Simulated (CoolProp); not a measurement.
Ethylbenzene along the isotherm 620 K: Z from the reference equation and from simpler models built on Tc = 617.1 K, pc = 3.622 MPa, ω = 0.304; each cubic takes its own stable root.

The numbers come from the reference Helmholtz-energy equation of state, Zhou 2012 in CoolProp.

| p (MPa) | phase | reference |
|---|---|---|
| 1.13 | gas | 0.8818 |
| 2.26 | gas | 0.7363 |
| 3.4 | gas | 0.5023 |
| 4.53 | supercritical | 0.2099 |
| 5.66 | supercritical | 0.2419 |
| 6.79 | supercritical | 0.2778 |
| 7.92 | supercritical | 0.3142 |
| 9.06 | supercritical | 0.3509 |

Task: How far does each simpler model (van der Waals, Redlich-Kwong, Peng-Robinson) lie from the reference over these 8 states: mean and median of the absolute difference, and the worst?

Result: 
- van der Waals: mean 32.4 %, median 46.0 %, worst +50.5 % at 620 K and 4.53 MPa
- Redlich-Kwong: mean 14.6 %, median 18.4 %, worst +27.5 % at 620 K and 4.53 MPa
- Peng-Robinson: mean 6.8 %, median 6.7 %, worst +16.4 % at 620 K and 4.53 MPa
